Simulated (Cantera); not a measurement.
Standard-state values (1 bar) from the NASA 1993 polynomials, evaluated with Cantera. Values are per mole of reaction as written; species without (g) are pure solids or liquids, kept so even where they would boil at 1 bar.

2 Cu2O + N(g) → NO2(g) + 4 Cu

```tsv
T (K)	ΔH° (kJ)	ΔS° (J/K)	ΔG° (kJ)	log10 K	condensed phases
1373	[?]	[?]	[?]	[?]	Cu2O(s), Cu(l)
1448	-62.5	49.5	-134.2	4.84	Cu2O(s), Cu(l)
1523	[?]	[?]	[?]	[?]	Cu2O(l), Cu(l)
1598	-196.4	-38.7	-134.5	4.40	Cu2O(l), Cu(l)
1673	-198.9	-40.2	-131.5	4.11	Cu2O(l), Cu(l)
1748	-201.3	-41.7	-128.5	3.84	Cu2O(l), Cu(l)
1823	-203.7	-43.0	-125.3	3.59	Cu2O(l), Cu(l)
1898	[?]	[?]	[?]	[?]	Cu2O(l), Cu(l)
```

### Question
Fill in the missing entries.

### Answer

- 1373, ΔH° (kJ): -61.1
- 1373, ΔS° (J/K): 50.5
- 1373, ΔG° (kJ): -130.5
- 1373, log10 K: 4.96
- 1523, ΔH° (kJ): -194.0
- 1523, ΔS° (J/K): -37.2
- 1523, ΔG° (kJ): -137.4
- 1523, log10 K: 4.71
- 1898, ΔH° (kJ): -206.1
- 1898, ΔS° (J/K): -44.3
- 1898, ΔG° (kJ): -122.0
- 1898, log10 K: 3.36
